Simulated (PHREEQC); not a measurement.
A solution holds 0.0042 mol/kgw TMAH, 0.0031 mol/kgw Na2SiO3 and 0.0037 mol/kgw Na2SO4, at 25 °C. Closed to the air; pH follows from the charge balance.

Model: ion-association model, wateq4f.dat, run in PHREEQC.

```
Quantity                   Value
----------------  --------------
pH                         11.79
ionic strength    0.0214 mol/kgw
total alkalinity     10.4 meq/kg
```

| species | molality | activity | log γ |
|---|---|---|---|
| Na+ | 0.0135 | 0.0117 | -0.061 |
| OH- | 0.00715 | 0.00617 | -0.064 |
| (CH3)4N+ | 0.00420 | 0.00364 | -0.063 |
| SO4-2 | 0.00356 | 0.00204 | -0.242 |
| H3SiO4- | 0.00289 | 0.00250 | -0.063 |
| H2SiO4-2 | 0.000181 | 0.000105 | -0.237 |
| NaSO4- | 0.000137 | 0.000120 | -0.059 |
| H4SiO4 | 2.74e-5 | 2.75e-5 | 0.002 |

No solid was allowed to form. Species that the database lacks are ignored. (CH3)4N+ isn't in the database: it is added as a free cation with an ion size of 4 Å.
